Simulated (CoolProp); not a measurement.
Vapour-liquid equilibrium of isohexane (1) + n-heptane (2) at -26.55 °C; x and y are mole fractions of (1).

Model: multi-fluid Helmholtz-energy mixture model, Lemmon 2006 and Span 2003; pair parameters Bell 2016, in CoolProp.

Task: Give the bubble pressure and the first vapour's composition at x = 0.05, 0.35, 0.65. Is there an azeotrope?

Result: x = 0.05: 0.0003286 MPa, y = 0.309; x = 0.35: 0.0008404 MPa, y = 0.813; x = 0.65: 0.001346 MPa, y = 0.937. No azeotrope shows between x = 0.05 and 0.95.

The pair parameters rest on a limited set of measurements; away from them the model extrapolates.
